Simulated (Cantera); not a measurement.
# Iron carbonyl, mercury and lead vapours: Pb + CO + H₂

A closed system holds: 1 mol Pb, a varied amount of CO, 4.2 mol H₂, held at 975 °C and 0.0220 bar.

Equilibrium computed with Cantera from the NASA thermochemical tables; the gas is ideal and each condensed phase is pure. Candidate condensed phases: C, C₆H₆, C₇H₈, C₈H₁₈, H₂O, Pb, PbO, PbO₂, Pb₃O₄; 113 gas species. Rates play no part.

From 0.087 mol CO to 2 mol CO the condensed part is Pb(l). From 3.3 mol CO to 5.5 mol CO the condensed part is C(graphite) + Pb(l). The main Pb-bearing gas is Pb throughout. The share of Pb in condensed phases is highest at 0.087 mol CO (73.0 %) and lowest at 5.5 mol CO (38.9 %).

```
n(CO) (mol)   x H₂    x CO    x Pb    x CH₄    x H₂O    x CO₂    x Pb₂  n Pb(l)  n C(graphite)
-----------  -----  ------  ------  -------  -------  -------  -------  -------  -------------
0.087        0.922  0.0191  0.0592  3.54e-5  3.49e-5  4.64e-7  3.54e-6    0.730              0
0.15         0.908  0.0324  0.0592  4.53e-5  4.43e-5  1.02e-6  3.54e-6    0.726              0
0.25         0.888  0.0528  0.0592  5.63e-5  5.43e-5  2.07e-6  3.54e-6    0.720              0
0.41         0.857  0.0836  0.0592  6.80e-5  6.41e-5  4.01e-6  3.54e-6    0.710              0
0.69         0.808   0.133  0.0592  8.00e-5  7.24e-5  7.64e-6  3.54e-6    0.692              0
1.2          0.732   0.209  0.0592  8.94e-5  7.57e-5  1.39e-5  3.54e-6    0.660              0
2            0.637   0.303  0.0592  9.20e-5  7.06e-5  2.16e-5  3.54e-6    0.610              0
3.3          0.527   0.414  0.0592  6.80e-5  7.36e-5  3.71e-5  3.54e-6    0.528       0.000339
5.5          0.407   0.533  0.0592  4.06e-5  7.34e-5  6.17e-5  3.54e-6    0.389       0.000971
```
x: gas mole fraction; n: condensed amount in mol.
